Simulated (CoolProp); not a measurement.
Saturated liquid density (kg/m³) of dimethyl carbonate: the reference equation beside estimates from Tc = 557.0 K, pc = 4.909 MPa, ω = 0.346.

Computed with CoolProp (reference Helmholtz-energy equation of state, Zhou 2011).

```csv
T (K),reference,van der Waals,Redlich-Kwong
307.8,1050,606.9,897.7
316.9,1038,600.7,887.2
326.1,1026,594.3,876.3
335.2,1013,587.8,865.1
344.4,1001,581.1,853.5
353.5,987.9,574.3,841.6
362.6,974.9,567.2,829.4
371.8,961.7,560.0,816.6
```

Absolute difference from the reference over all 8 rows, mean and median: van der Waals 42.0 and 42.0 %, Redlich-Kwong 14.7 and 14.7 %.
